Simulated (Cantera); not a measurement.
Input: 1 mol CH3Cl, 0.27 mol HCl, held at 0.133 bar.

These are equilibrium values from Cantera (NASA tables, ideal gas, pure condensed phases), not measurements of a reactor. Candidate condensed phases: C, C6H6, C7H8, C8H18; 91 gas species. The numbers say what is thermodynamically allowed, not how fast it happens. All values below are at 2848 K.

Base state: HCl 0.369, H2 0.346, H 0.156, Cl 0.114, C2H2 (acetylene) 0.0135, C2H 0.000829, C3 0.000423, C2HCl 0.000271 (mole fractions); condensed: C(graphite).

Question: What changes in the equilibrium state with this change: pressure from 0.133 bar to 4.60 Pa?

Answer: 
```tsv
species	before	after
H	0.156	0.633
Cl	0.114	0.247
C	8.28e-5	0.0722
HCl	0.369	0.00112
H2	0.346	0.00198
C2H2 (acetylene)	0.0135	6.99e-6
C2	4.17e-5	0.0109
C3	0.000423	0.0334
C4H2	0.000220	1.03e-8
CH3	1.09e-5	<1e-9
C2HCl	0.000271	7.44e-8
C(graphite), mol	0.917	0
```
